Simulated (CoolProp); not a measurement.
Vapour-liquid equilibrium of isobutane (1) + acetone (2) at 339 K; x and y are mole fractions of (1).

Computed with CoolProp (multi-fluid Helmholtz-energy mixture model, Bücker 2006 and Lemmon 2006; pair parameters Bell 2016).

Task: Give the bubble pressure and the first vapour's composition at x = 0.5, 0.65, 0.95. Is there an azeotrope?

Result: x = 0.5: 0.7910 MPa, y = 0.851; x = 0.65: 0.8480 MPa, y = 0.874; x = 0.95: 0.9727 MPa, y = 0.968. No azeotrope shows between x = 0.05 and 0.95.

Pair parameters are fitted to limited data, so mixtures are less certain than the pure fluids. With so large a gap from Raoult's law the liquid may split in two, which this calculation doesn't test in full.
